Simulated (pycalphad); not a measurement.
CALPHAD calculation (pycalphad, COST 507 light-alloy database (1999)), 1 atm. The data set is of 1999 and partly superseded. Phase fractions are per mole of atoms.

Give the equilibrium state of Sn-54.58Si (wt.%) at 1510 K.


```
T = 1510.00 K, P = 101325 Pa, N = 1 mol of atoms
G = -69182 J/mol, H = 35231 J/mol, S = 69.15 J/(mol K)  (SER reference)
chemical potentials (J/mol): Sn -128257, Si -57551
phase             fraction      x(Sn)      x(Si)
DIAMOND_A4          0.7999   2.78e-07     1.0000
LIQUID              0.2001     0.8223     0.1777
```

DIAMOND_A4 is diamond (Si).
